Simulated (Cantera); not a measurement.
Input (Python, Cantera) and output of one run.

```python
import numpy as np
import cantera as ct

gas_names = [...]  # 91 gases of nasa_gas.yaml made of C, Cl, H
cond_names = """
    C(gr) C6H6(L) C7H8(L) C8H18(L),n-octa
""".split()


# ... load() reads the species with a 1 bar reference pressure and builds the phases ...
atoms = {
    'CCl4': {'C': 1, 'CL': 4},
    'HCl': {'H': 1, 'CL': 1},
}
top_T = {'C(gr)': 4500}  # K; cautious upper limits of use, not melting points


# ... equilibrate(T, P, feed) seeds the gas with the atoms and calls Mixture.equilibrate('TP', solver="vcs", rtol=1e-11, max_steps=5000) ...
results = []
feed = {'CCl4': 1, 'HCl': 0.19}  # mol
T = 2898.15  # K
P = 43  # Pa
mix = equilibrate(T, P, feed)
results.append((T, P, feed, dict(zip(mix.species_names, mix.species_moles))))
print(gas.report(threshold=0.0001))
for i in range(1, mix.n_phases):
    print(f"{mix.phase(i).name:16s} {mix.phase_moles(i):12.5e} mol")
```

It prints:

```
       temperature   2898.2 K
          pressure   43 Pa
           density   5.9721e-05 kg/m^3
  mean mol. weight   33.467 kg/kmol
   phase of matter   gas

                          1 kg             1 kmol
                     ---------------   ---------------
          enthalpy        7.3826e+06        2.4707e+08  J
   internal energy        6.6626e+06        2.2297e+08  J
           entropy            8673.1        2.9026e+05  J/K
    Gibbs function       -1.7753e+07       -5.9414e+08  J
 heat capacity c_p            695.83             23287  J/K
 heat capacity c_v            447.39             14972  J/K

                      mass frac. Y      mole frac. X     chem. pot. / RT
                     ---------------   ---------------   ---------------
                 C         0.0094983          0.026465           -4.1052
                C2         0.0063108         0.0087919           -8.2105
                C3          0.058233          0.054086           -12.316
                C5        0.00048408        0.00026976           -20.526
                CL           0.92237           0.87077           -26.412
                 H          0.001138          0.037784           -19.221
               HCL         0.0017225         0.0015811           -45.633
     [  +84 minor]        0.00023858        0.00025663

C(gr)             0.00000e+00 mol
```

Equilibrium computed with Cantera from the NASA thermochemical tables; the gas is ideal and each condensed phase is pure. The tables' values for CCl are old estimates; treat these amounts as uncertain.
